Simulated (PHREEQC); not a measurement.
Dissolve 1.8 mol/kgw Na2CO3, 0.55 mol/kgw H3BO3 and 0.7 mol/kgw NaCl at 25 °C. Closed to the air; pH follows from the charge balance.

Model: Pitzer model, pitzer.dat, run in PHREEQC.

```tsv
quantity	before	after
pH	9.93	11.81
ionic strength (mol/kgw)	5.78	6.09
CO3-2 (mol/kgw)	1.41	1.79
HCO3- (mol/kgw)	0.387	0.00727
CO2 (mol/kgw)	1.29e-5	3.20e-9
SI of Nahcolite (NaHCO3)	-0.29	-2.01
SI of Natron (Na2CO3:10H2O)	-0.36	-0.19
```

Problem. Which change was made?
A) diluted 2-fold with water
B) H3BO3 left out
C) diluted 5-fold with water
D) NaCl left out

Solution. B, H3BO3 left out

No solid was allowed to form. Some of these states are supersaturated (in Borax, for instance). In brines, pH and single-ion activities rest on the MacInnes convention.
